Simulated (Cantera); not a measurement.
A freely propagating, adiabatic, planar premixed flame of C3H8 : O2 : N2 : CO2 = 1 : 6.67 : 25.1 : 6.3 (molar parts), equivalence ratio 0.75, unburnt at 300 K and 113 Torr; mixture-averaged transport, grid criteria slope 0.08 and curve 0.16, no radiation.

Computed with Cantera and GRI-Mech 3.0 (53 species, 325 reactions). GRI-Mech 3.0 was tuned for natural gas; its chemistry of propane as a main component is partial and can be far from experiment. Burning velocities carry a grid error of a few per cent, more on coarse grids.

Problem. How do the results move with these cheaper or finer settings: unity-Lewis-number transport; multicomponent transport; multicomponent+Soret transport; grid criteria slope 0.5, curve 1; grid criteria slope 0.25, curve 0.5; grid criteria slope 0.03, curve 0.06?

Solution. 
```tsv
setting	laminar burning velocity	thermal thickness	peak x(O)	peak x(CH2CO)	grid points
as above	20.3 cm/s	3.77 mm	0.00294	0.000428	136
unity-Lewis-number transport	15.9 cm/s	4.24 mm	0.00339	0.000294	138
multicomponent transport	20.4 cm/s	3.80 mm	0.00295	0.000430	139
multicomponent+Soret transport	20.1 cm/s	3.82 mm	0.00295	0.000432	139
grid criteria slope 0.5, curve 1	23.1 cm/s	4.07 mm	0.00310	0.000417	36
grid criteria slope 0.25, curve 0.5	21.5 cm/s	3.85 mm	0.00302	0.000426	60
grid criteria slope 0.03, curve 0.06	19.8 cm/s	3.78 mm	0.00290	0.000427	355
```
The base run took roughly 12 core-seconds.
Unity Lewis numbers drop preferential diffusion, which matters most where H2 and H carry the flame; Soret adds thermal diffusion.
